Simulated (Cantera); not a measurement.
Cantera run, input and output.

```python
import numpy as np
import cantera as ct

gas = ct.Solution("gri30.yaml")
gas.TPX = 523, 72000, {'CH4': 1, 'C2H6': 1, 'C3H8': 1.2, 'O2': 9.58, 'N2': 36}
flame = ct.FreeFlame(gas, width=0.05)
flame.set_refine_criteria(ratio=3, slope=0.08, curve=0.16)
flame.transport_model = "mixture-averaged"
flame.solve(loglevel=0, auto=True)
z, T = flame.grid, flame.T
thick = (T[-1] - T[0]) / np.gradient(T, z).max()
show = ['CH4', 'C2H6', 'C3H8', 'CO', 'CH3', 'CO2']
print(f"laminar burning velocity  {flame.velocity[0] * 100:.3f} cm/s")
print(f"burnt temperature         {T[-1]:.1f} K")
print(f"thermal thickness         {thick * 1e3:.4f} mm")
print(f"grid points               {len(z)}")
z0 = z[flame.heat_release_rate.argmax()]
print(f"{'z/mm':>9s}{'T/K':>9s}{'u/(m/s)':>9s}" + "".join(f"{s:>11s}" for s in show))
rows = []
for k in (-3, -2, -1.5, -1, -0.5, -0.25, 0, 0.25, 0.5, 1, 2, 4, 8):
    zz = z0 + k * thick
    rows.append([k * thick, np.interp(zz, z, T), np.interp(zz, z, flame.velocity),
                 *(np.interp(zz, z, flame.X[gas.species_index(s)]) for s in show)])
    print(f"{rows[-1][0] * 1e3:9.3f}{rows[-1][1]:9.1f}{rows[-1][2]:9.3f}" + "".join(f"{x:11.3e}" for x in rows[-1][3:]))
```

Output:

```
laminar burning velocity  117.313 cm/s
burnt temperature         2325.2 K
thermal thickness         0.3930 mm
grid points               151
     z/mm      T/K  u/(m/s)        CH4       C2H6       C3H8         CO        CH3        CO2
   -1.179    523.1    1.175  2.047e-02  2.047e-02  2.457e-02  2.397e-06  3.054e-09  7.376e-08
   -0.786    524.2    1.181  2.040e-02  2.042e-02  2.451e-02  3.905e-05  4.437e-08  1.831e-06
   -0.590    530.3    1.199  2.025e-02  2.032e-02  2.442e-02  2.411e-04  2.846e-07  1.557e-05
   -0.393    585.3    1.337  1.961e-02  1.986e-02  2.399e-02  2.280e-03  6.457e-06  2.402e-04
   -0.197    986.1    2.325  1.617e-02  1.517e-02  1.737e-02  2.107e-02  6.932e-04  3.788e-03
   -0.098   1410.0    3.428  1.157e-02  6.915e-03  5.759e-03  4.701e-02  3.522e-03  1.041e-02
    0.000   1796.2    4.460  4.415e-03  5.234e-04  1.640e-04  7.464e-02  3.085e-03  2.144e-02
    0.098   1976.5    4.925  6.446e-04  3.673e-06  1.772e-07  8.172e-02  5.771e-04  3.406e-02
    0.197   2026.2    5.036  5.174e-05  8.284e-09  3.200e-11  7.558e-02  5.364e-05  4.484e-02
    0.393   2057.8    5.087  2.453e-07  1.490e-13  3.864e-18  6.528e-02  2.824e-07  5.696e-02
    0.786   2092.3    5.151  1.157e-10  1.125e-18  7.773e-25  5.986e-02  1.486e-10  6.324e-02
    1.572   2136.9    5.244  1.269e-14  1.315e-23  1.200e-31  5.841e-02  3.408e-14  6.514e-02
    3.144   2192.0    5.359  3.131e-15  1.070e-28  7.276e-40  5.746e-02  1.556e-14  6.655e-02
```

Model: GRI-Mech 3.0 (53 species, 325 reactions), integrated in Cantera. GRI-Mech 3.0 was tuned for natural gas; its chemistry of propane as a main component is partial and can be far from experiment. Burning velocities carry a grid error of a few per cent, more on coarse grids.
